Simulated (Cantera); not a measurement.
A closed system holds: 1 mol Cr, 5.3 mol NH3, 3.1 mol H2, at 0.140 Pa.

Equilibrium computed with Cantera from the NASA thermochemical tables; the gas is ideal and each condensed phase is pure. Candidate condensed phases: Cr, CrN, Cr2N; 11 gas species. Rates play no part.

log p: log10 of the partial pressure in bar; n: condensed amount in mol.

| T (K) | log p H | log p H2 | log p N2 | log p Cr | log p N | log p NH | log p NH3 | n Cr2N(s) | n Cr(s) |
|---|---|---|---|---|---|---|---|---|---|
| 775 | -14.97 | -5.94 | -6.60 | <-17 | <-17 | <-17 | -14.62 | 0.500 | 0 |
| 975 | -11.92 | -5.95 | -6.57 | -13.56 | <-17 | <-17 | -15.37 | 0 | 1.00 |
| 1175 | ? | -5.95 | -6.57 | ? | <-17 | <-17 | ? | 0 | 0.999 |
| 1375 | -8.44 | -5.96 | -6.58 | -7.47 | <-17 | <-17 | -16.26 | 0 | 0.662 |
| 1575 | -7.38 | -5.99 | -6.60 | -7.03 | -15.73 | -17.10 | -16.59 | 0 | 0 |
| 1775 | -6.58 | -6.08 | -6.64 | -7.06 | -13.95 | -15.83 | -16.96 | 0 | 0 |
| 1975 | ? | ? | ? | ? | ? | ? | ? | 0 | 0 |
| 2175 | -5.94 | -7.26 | -6.82 | -7.25 | -11.45 | -14.57 | <-17 | 0 | 0 |
| 2375 | -5.92 | -8.15 | -6.84 | -7.26 | -10.48 | -14.30 | <-17 | 0 | 0 |
| 2575 | -5.92 | -8.92 | -6.84 | -7.26 | -9.66 | -14.08 | <-17 | 0 | 0 |
| 2775 | -5.92 | -9.59 | -6.84 | -7.26 | -8.96 | -13.89 | <-17 | 0 | 0 |

Question: Fill in the missing entries.

Answer: 
- 1975, log p H: -6.09
- 1975, log p H2: -6.46
- 1975, log p N2: -6.75
- 1975, log p Cr: -7.17
- 1975, log p N: -12.58
- 1975, log p NH: -15.00
- 1975, log p NH3: -17.74
- 1175, log p H: -9.89
- 1175, log p Cr: -9.99
- 1175, log p NH3: -15.87
